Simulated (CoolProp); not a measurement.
Properties of nitrogen along the isotherm -20.35 °C (Tc = -147.0 °C, pc = 3.396 MPa, ω = 0.037).

Values from CoolProp's reference Helmholtz-energy equation of state, Span 2000.

| p (MPa) | phase | density (kg/m³) | isothermal compressibility (1/MPa) | viscosity (µPa s) |
|---|---|---|---|---|
| 0.00537 | gas | 0.07157 | 186.2 | 15.6 |
| 0.0102 | gas | 0.1360 | 98.05 | 15.6 |
| 0.0193 | gas | 0.2573 | 51.82 | 15.6 |
| 0.0366 | gas | 0.4879 | 27.33 | 15.6 |
| 0.0693 | gas | 0.9241 | 14.44 | 15.6 |
| 0.131 | gas | 1.748 | 7.641 | 15.6 |
| 0.249 | gas | 3.325 | 4.023 | 15.7 |
| 0.472 | gas | 6.312 | 2.126 | 15.7 |
| 0.896 | gas | 12.02 | 1.123 | 15.8 |
| 1.7 | gas | 22.93 | 0.5947 | 15.9 |

Viscosity comes from a separate model (Lemmon 2004).
